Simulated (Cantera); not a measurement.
Cantera run:

```python
import numpy as np
import cantera as ct

gas_names = """
    H HNO HNO2 HNO3 HO2 H2 H2O H2O2 N NH NH2 NH3 NH2OH NO NO2 NO3 N2 N2H2 N2H4 N2O O OH O2 O3 Pb PbO Pb2
""".split()
cond_names = """
    H2O(s) H2O(L) Pb(cr) Pb(L) PbO(rd) PbO(yw) PbO(L) PbO2(s) Pb3O4(s)
""".split()


# ... load() reads the species with a 1 bar reference pressure and builds the phases ...
atoms = {
    'PbO': {'Pb': 1, 'O': 1},
    'H2': {'H': 2},
    'N2': {'N': 2},
}
top_T = {'Pb3O4(s)': 820}  # K; cautious upper limits of use, not melting points


# ... equilibrate(T, P, feed) seeds the gas with the atoms and calls Mixture.equilibrate('TP', solver="vcs", rtol=1e-11, max_steps=5000) ...
results = []
feed = {'PbO': 1, 'H2': 0.2, 'N2': 0.76}  # mol
P = 100000  # Pa
for T in [548, 598, 648, 698, 748, 798, 848, 898]:
    mix = equilibrate(T, P, feed)
    results.append((T, P, feed, dict(zip(mix.species_names, mix.species_moles))))
    x = sorted(zip(gas.X, gas.species_names), reverse=True)
    print(f"T = {T:g} K  P = {P:g} Pa  gas = {mix.phase_moles(0):.4g} mol")
    print("   x: " + "  ".join(f"{s} {v:.3e}" for v, s in x if v > 0.001))
    print("   condensed (mol): " + ("  ".join(f"{mix.phase(i).name} {mix.phase_moles(i):.4g}"
          for i in range(1, mix.n_phases) if mix.phase_moles(i) > 1e-12) or "none"))
```

It prints:

```
T = 548 K  P = 100000 Pa  gas = 0.96 mol
   x: N2 7.917e-01  H2O 2.083e-01
   condensed (mol): Pb(cr) 0.2  PbO(rd) 0.8
T = 598 K  P = 100000 Pa  gas = 0.96 mol
   x: N2 7.917e-01  H2O 2.083e-01
   condensed (mol): Pb(cr) 0.2  PbO(rd) 0.8
T = 648 K  P = 100000 Pa  gas = 0.96 mol
   x: N2 7.917e-01  H2O 2.083e-01
   condensed (mol): Pb(L) 0.2  PbO(rd) 0.8
T = 698 K  P = 100000 Pa  gas = 0.96 mol
   x: N2 7.917e-01  H2O 2.083e-01
   condensed (mol): Pb(L) 0.2  PbO(rd) 0.8
T = 748 K  P = 100000 Pa  gas = 0.96 mol
   x: N2 7.917e-01  H2O 2.083e-01
   condensed (mol): Pb(L) 0.2  PbO(rd) 0.8
T = 798 K  P = 100000 Pa  gas = 0.96 mol
   x: N2 7.917e-01  H2O 2.083e-01
   condensed (mol): Pb(L) 0.2  PbO(yw) 0.8
T = 848 K  P = 100000 Pa  gas = 0.96 mol
   x: N2 7.917e-01  H2O 2.083e-01
   condensed (mol): Pb(L) 0.2  PbO(yw) 0.8
T = 898 K  P = 100000 Pa  gas = 0.96 mol
   x: N2 7.917e-01  H2O 2.083e-01
   condensed (mol): Pb(L) 0.2  PbO(yw) 0.8
```

Cantera equilibrium calculation (NASA polynomials, part measured and part estimated; ideal gas, pure solids and liquids).
